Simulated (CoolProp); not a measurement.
Saturation properties of CH3F (R41) (Tc = 44.1 °C, pc = 5.906 MPa, ω = 0.200).

Computed with CoolProp (reference Helmholtz-energy equation of state, Lemmon 2006). It is a short technical equation, of lower accuracy than the large ones.

```json
[
 {"T (°C)": "-54.45", "p (MPa)": "0.3229", "vapour density (kg/m³)": "6.620", "enthalpy of vaporisation (kJ/kg)": "451.7", "liquid cp (kJ/(kg K))": "2.130", "surface tension (mN/m)": "11.8"},
 {"T (°C)": "-49.85", "p (MPa)": "0.3912", "vapour density (kg/m³)": "7.953", "enthalpy of vaporisation (kJ/kg)": "444.0", "liquid cp (kJ/(kg K))": "2.148", "surface tension (mN/m)": "11.1"},
 {"T (°C)": "-45.25", "p (MPa)": "0.4701", "vapour density (kg/m³)": "9.489", "enthalpy of vaporisation (kJ/kg)": "436.0", "liquid cp (kJ/(kg K))": "2.168", "surface tension (mN/m)": "10.5"},
 {"T (°C)": "-40.65", "p (MPa)": "0.5606", "vapour density (kg/m³)": "11.25", "enthalpy of vaporisation (kJ/kg)": "427.7", "liquid cp (kJ/(kg K))": "2.192", "surface tension (mN/m)": "9.80"},
 {"T (°C)": "-35.95", "p (MPa)": "0.6660", "vapour density (kg/m³)": "13.32", "enthalpy of vaporisation (kJ/kg)": "418.8", "liquid cp (kJ/(kg K))": "2.219", "surface tension (mN/m)": "9.13"},
 {"T (°C)": "-31.35", "p (MPa)": "0.7831", "vapour density (kg/m³)": "15.63", "enthalpy of vaporisation (kJ/kg)": "409.7", "liquid cp (kJ/(kg K))": "2.250", "surface tension (mN/m)": "8.49"},
 {"T (°C)": "-26.75", "p (MPa)": "0.9151", "vapour density (kg/m³)": "18.26", "enthalpy of vaporisation (kJ/kg)": "400.2", "liquid cp (kJ/(kg K))": "2.285", "surface tension (mN/m)": "7.85"},
 {"T (°C)": "-22.15", "p (MPa)": "1.063", "vapour density (kg/m³)": "21.25", "enthalpy of vaporisation (kJ/kg)": "390.1", "liquid cp (kJ/(kg K))": "2.325", "surface tension (mN/m)": "7.22"},
 {"T (°C)": "-17.55", "p (MPa)": "1.228", "vapour density (kg/m³)": "24.65", "enthalpy of vaporisation (kJ/kg)": "379.6", "liquid cp (kJ/(kg K))": "2.371", "surface tension (mN/m)": "6.60"},
 {"T (°C)": "-12.85", "p (MPa)": "1.416", "vapour density (kg/m³)": "28.61", "enthalpy of vaporisation (kJ/kg)": "368.1", "liquid cp (kJ/(kg K))": "2.425", "surface tension (mN/m)": "5.98"},
 {"T (°C)": "-8.25", "p (MPa)": "1.620", "vapour density (kg/m³)": "33.03", "enthalpy of vaporisation (kJ/kg)": "356.3", "liquid cp (kJ/(kg K))": "2.488", "surface tension (mN/m)": "5.39"}
]
```

It boils at -78.4 °C under 1 atm.

Surface tension comes from a separate correlation (Mulero 2012).
